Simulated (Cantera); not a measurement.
A freely propagating, adiabatic, planar premixed flame of H2 : O2 : N2 : H2O = 1 : 0.227 : 1.07 : 0.07 (molar parts), equivalence ratio 2.2, unburnt at 550 K and 0.290 bar; mixture-averaged transport, grid criteria slope 0.08 and curve 0.16, no radiation.

Cantera simulation using the H2/O2 subset of GRI-Mech 3.0, which has no nitrogen chemistry; the numbers are that mechanism's predictions, not measurements. Burning velocities carry a grid error of a few per cent, more on coarse grids.

x: mole fraction of selected species; z is measured from the peak of heat release.

```
z (mm)  T (K)  u (m/s)   x H2      x O2   x H2O       x O       x H  x H2O2
------  -----  -------  -----  --------  ------  --------  --------  ------
-6.63     550     5.51  0.422    0.0959  0.0296     <1e-8     <1e-8   <1e-8
-4.42     550     5.51  0.422    0.0959  0.0296     <1e-8     <1e-8   <1e-8
-3.32     550     5.51  0.422    0.0959  0.0296     <1e-8     <1e-8   <1e-8
-2.21     550     5.51  0.422    0.0959  0.0296     <1e-8   1.76e-7   <1e-8
-1.11     570     5.69  0.419    0.0956  0.0308   1.24e-5  0.000378     ___
-0.553    740     7.27  0.394    0.0903  0.0462  0.000185   0.00818     ___
0        1078     10.3  0.303    0.0587   0.116   0.00224    0.0488     ___
0.553    1312     12.5  0.217    0.0118   0.207   0.00214    0.0848     ___
1.11     1404     13.3  0.204   0.00166   0.228  0.000976    0.0859     ___
2.21     1495     14.1  0.209  0.000399   0.232  0.000731    0.0751     ___
4.42     1596     14.9  0.218  0.000286   0.234  0.000586    0.0609     ___
8.84     1696     15.7  0.227  0.000189   0.236  0.000403    0.0463     ___
17.7     1787     16.5  0.235  0.000106   0.238  0.000234    0.0330     ___
```

Task: Complete the blanks.

Result: 
- -1.11, x H2O2: 2.26e-6
- -0.553, x H2O2: 2.47e-6
- 0, x H2O2: 3.64e-7
- 0.553, x H2O2: 2.38e-7
- 1.11, x H2O2: 1.61e-7
- 2.21, x H2O2: 1.41e-7
- 4.42, x H2O2: 1.08e-7
- 8.84, x H2O2: 6.68e-8
- 17.7, x H2O2: 3.56e-8
